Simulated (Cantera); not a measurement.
An isothermal, constant-pressure homogeneous reactor starts with CH2O : O2 : N2 = 0.013 : 0.0042 : 1 (molar parts), at 1100 K and 1700000 Pa.

Detailed kinetics in Cantera: GRI-Mech 3.0 (53 species, 325 reactions). The pressure lies above the range GRI-Mech 3.0 was tuned for (to about 10 atm).

x: mole fraction; the columns are a selection and need not sum to one.

```
t (s)       x CH2O      x O2      x OH     x N2O    x C2H2       x O
--------  --------  --------  --------  --------  --------  --------
1.00e-5     0.0128   0.00413  3.39e-11    <1e-12    <1e-12  6.29e-12
2.77e-5     0.0128   0.00413  2.34e-10    <1e-12    <1e-12  1.54e-11
7.65e-5     0.0128   0.00412         ?  3.31e-12    <1e-12  7.88e-11
0.000211    0.0120   0.00384         ?  1.02e-10    <1e-12   1.99e-9
0.000585  0.000263   0.00130         ?   1.93e-9    <1e-12   3.53e-7
0.00162    1.40e-6  0.000944         ?   5.71e-9    <1e-12   1.89e-8
0.00447    1.55e-7  0.000802         ?   7.41e-9    <1e-12   1.23e-8
0.0124     8.10e-9  0.000527         ?   1.07e-8    <1e-12   8.08e-9
0.0342     3.09e-9  0.000174         ?   1.42e-8    <1e-12   2.63e-9
0.0946    9.64e-10   1.02e-5         ?   1.31e-8    <1e-12  1.33e-10
0.262     6.50e-10   1.73e-7  2.86e-10   9.25e-9  1.01e-12    <1e-12
0.723     5.97e-10   1.47e-8  6.23e-11   6.69e-9  1.06e-12    <1e-12
2.00      5.88e-10   2.17e-9  2.22e-11   3.90e-9  1.08e-12    <1e-12
```

Q: What belongs in the gaps?

A: 
- 7.65e-5, x OH: 2.30e-9
- 0.000211, x OH: 8.21e-8
- 0.000585, x OH: 2.21e-6
- 0.00162, x OH: 3.95e-8
- 0.00447, x OH: 2.50e-8
- 0.0124, x OH: 1.68e-8
- 0.0342, x OH: 6.27e-9
- 0.0946, x OH: 1.35e-9
